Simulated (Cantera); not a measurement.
# NO annealing gas

An isothermal, constant-pressure homogeneous reactor starts with NO : N2 = 8.5 : 1.7 (molar parts), at 1550 K and 100000 Pa.

Computed with Cantera and GRI-Mech 3.0 (53 species, 325 reactions).

| t (s) | x NO | x O2 | x O | x N2O | x NO2 | x N2 |
|---|---|---|---|---|---|---|
| 8.00e-5 | 0.833 | 4.81e-10 | 7.16e-8 | 9.51e-7 | 8.83e-7 | 0.167 |
| 0.000248 | 0.833 | 2.18e-9 | 7.40e-8 | 2.93e-6 | 2.89e-6 | 0.167 |
| 0.000767 | 0.833 | 1.34e-8 | 8.16e-8 | 8.96e-6 | 9.20e-6 | 0.167 |
| 0.00237 | 0.833 | 1.23e-7 | 1.05e-7 | 2.67e-5 | 2.95e-5 | 0.167 |
| 0.00734 | 0.833 | 1.72e-6 | 1.80e-7 | 7.36e-5 | 9.79e-5 | 0.167 |
| 0.0227 | 0.833 | 3.38e-5 | 3.87e-7 | 0.000164 | 0.000310 | 0.167 |
| 0.0704 | 0.831 | 0.000432 | 6.18e-7 | 0.000235 | 0.000577 | 0.167 |
| 0.218 | 0.828 | 0.00212 | 7.16e-7 | 0.000241 | 0.000682 | 0.169 |
| 0.674 | 0.817 | 0.00734 | 9.20e-7 | 0.000234 | 0.000887 | 0.174 |
| 2.09 | 0.786 | 0.0228 | 1.35e-6 | 0.000216 | 0.00129 | 0.190 |
| 6.46 | 0.702 | 0.0643 | 2.10e-6 | 0.000171 | 0.00183 | 0.232 |
| 20.0 | 0.527 | 0.152 | 3.12e-6 | 9.55e-5 | 0.00207 | 0.319 |
x: mole fraction; the columns are a selection and need not sum to one.

Equilibrium at this temperature and pressure: NO 0.00188, O2 0.416, O 5.08e-6, N2O 9.79e-8, NO2 1.22e-5, N2 0.582 (gas phase only).
